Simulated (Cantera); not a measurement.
What does this Cantera script print?

```python
import numpy as np
import cantera as ct

gas_names = """
    O2 H2O
""".split()
cond_names = """
    Cu(L) Cu2O(L)
""".split()


# ... load() reads the species with a 1 bar reference pressure and builds the phases ...
species = {s.name: s for s in load("nasa_gas.yaml", gas_names) + load("nasa_condensed.yaml", cond_names)}
T = 1675
g = {n: (s.thermo.h(T) - T * s.thermo.s(T)) / (ct.gas_constant * T * np.log(10)) for n, s in species.items()}
valid = cond_names  # the entries whose range holds T


def stable(la, lb):
    # potentials (over RT ln 10) of the two non-metals from log10 p(O2) and log10 p(H2O) in bar
    mu = {}
    mu["O"] = (g["O2"] + la) / 2
    mu["H"] = (g["H2O"] + lb - 1 * mu["O"]) / 2
    cost = {}
    for n in valid:
        c = species[n].composition
        cost[n] = (g[n] - sum(c.get(e, 0) * m for e, m in mu.items())) / c["Cu"]
    return min(cost, key=cost.get)


results = []
for lb in [1, -0.8, -2.6, -4.3, -6.1, -7.9, -9.7, -11.4, -13.2, -15]:
    row = [stable(la, lb) for la in [-27, -25.6, -24.2, -22.7, -21.3, -19.9, -18.5, -17.1, -15.6, -14.2, -12.8, -11.4, -9.9, -8.5, -7.1, -5.7, -4.3, -2.8, -1.4, 0]]
    results.append(row)
    print(f"{lb:6.1f}  " + " ".join(f"{valid.index(n):x}" for n in row))
print("key: " + ", ".join(f"{i:x} {n}" for i, n in enumerate(valid)))
```

It prints:

```
   1.0  0 0 0 0 0 0 0 0 0 0 0 0 0 0 0 0 0 1 1 1
  -0.8  0 0 0 0 0 0 0 0 0 0 0 0 0 0 0 0 0 1 1 1
  -2.6  0 0 0 0 0 0 0 0 0 0 0 0 0 0 0 0 0 1 1 1
  -4.3  0 0 0 0 0 0 0 0 0 0 0 0 0 0 0 0 0 1 1 1
  -6.1  0 0 0 0 0 0 0 0 0 0 0 0 0 0 0 0 0 1 1 1
  -7.9  0 0 0 0 0 0 0 0 0 0 0 0 0 0 0 0 0 1 1 1
  -9.7  0 0 0 0 0 0 0 0 0 0 0 0 0 0 0 0 0 1 1 1
 -11.4  0 0 0 0 0 0 0 0 0 0 0 0 0 0 0 0 0 1 1 1
 -13.2  0 0 0 0 0 0 0 0 0 0 0 0 0 0 0 0 0 1 1 1
 -15.0  0 0 0 0 0 0 0 0 0 0 0 0 0 0 0 0 0 1 1 1
key: 0 Cu(L), 1 Cu2O(L)
```

Source: NASA polynomial tables (part measured, part estimated), evaluated in Cantera. Part of the grid cannot be reached: there another gas would pass 10 bar, or a non-metal would condense.
